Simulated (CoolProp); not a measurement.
Vapour-liquid equilibrium of ethanol (1) + p-xylene (2) at 347.5 K; x and y are mole fractions of (1).

Model: multi-fluid Helmholtz-energy mixture model, Schroeder 2014 and Zhou 2012; pair parameters Bell 2016, in CoolProp.

```csv
x,"bubble pressure, mixture model (MPa)","bubble pressure, Raoult's law (MPa)","y, mixture model","y, Raoult's law"
0.05,0.03732,0.01621,0.674,0.266
0.2,0.06616,0.02725,0.828,0.632
0.35,0.07124,0.03828,0.844,0.787
0.5,0.07255,0.04932,0.850,0.873
0.65,0.07500,0.06035,0.864,0.927
0.8,0.07923,0.07139,0.902,0.965
0.95,0.08439,0.08242,0.970,0.992
```

The largest gap from Raoult's law is +142.8 % in bubble pressure, at x = 0.2. No azeotrope shows between x = 0.05 and 0.95.

Pair parameters are fitted to limited data, so mixtures are less certain than the pure fluids. With so large a gap from Raoult's law the liquid may split in two, which this calculation doesn't test in full.
